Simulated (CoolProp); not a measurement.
Sulfur dioxide at several states: density (kg/m³) from the reference equation and from simpler models built on Tc = 430.6 K, pc = 78.87 bar, ω = 0.256; each cubic takes its own stable root.

Values from CoolProp's reference Helmholtz-energy equation of state, Gao 2016.

```
T (K)  p (bar)   phase  reference  van der Waals  Soave-Redlich-Kwong  Peng-Robinson
-----  -------  ------  ---------  -------------  -------------------  -------------
316.2      188  liquid       1357          845.6                 1224           1379
423.9    0.203     gas     0.3693         0.3693               0.3693         0.3694
262       0.45     gas      1.340          1.331                1.335          1.335
272.2      202  liquid       1469          897.7                 1321           1487
286        148  liquid       1427          871.1                 1284           1448
```
